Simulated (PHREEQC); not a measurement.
Solution A (0.058 mol/kgw Na2SeO4 and 0.0054 mol/kgw LiF) is mixed with solution B (0.28 mol/kgw HF, 0.033 mol/kgw KF and 0.00019 mol/kgw H4SiO4) at 25 °C; shares are by mass of water, 1 kg in all. O2 is buffered at 0.21 atm. No CO2 enters from the air. Solids allowed: Chalcedony. Others were left out.

All values are PHREEQC results (ion-association model, wateq4f.dat), not measurements.

| share of solution B | pH | SeO4-2 (mol/kgw) | HF (mol/kgw) | H2F2 (mol/kgw) | HF2- (mol/kgw) |
|---|---|---|---|---|---|
| 0 | 7.38 | 0.0580 | 2.26e-7 | 1.39e-13 | 4.73e-9 |
| 0.1 | (withheld) | 0.0504 | 0.0207 | 0.00116 | 0.000900 |
| 0.2 | 2.57 | 0.0440 | 0.0395 | 0.00422 | 0.00219 |
| 0.35 | 2.46 | 0.0352 | 0.0643 | (withheld) | 0.00433 |
| 0.45 | 2.41 | 0.0295 | (withheld) | (withheld) | 0.00581 |
| 0.55 | 2.38 | 0.0239 | 0.0930 | 0.0231 | (withheld) |
| 0.65 | 2.36 | 0.0185 | 0.106 | (withheld) | 0.00878 |
| 0.8 | 2.33 | 0.0104 | 0.124 | 0.0408 | 0.0110 |
| 0.9 | 2.32 | 0.00518 | 0.136 | 0.0485 | 0.0124 |
| 1 | 2.31 | 0 | 0.147 | 0.0565 | 0.0139 |

### Question
Some entries are withheld; supply them.

### Answer

- 0.1, pH: 2.74
- 0.35, H2F2 (mol/kgw): 0.0111
- 0.45, HF (mol/kgw): 0.0792
- 0.45, H2F2 (mol/kgw): 0.0168
- 0.55, HF2- (mol/kgw): 0.00729
- 0.65, H2F2 (mol/kgw): 0.0298

Complexes and solids missing from the database can't appear. wateq4f.dat counts part of the HF as a dimer, H2F2, which phreeqc.dat doesn't know; its constant is uncertain. SiF6-2 is the database's only silicon fluoride.
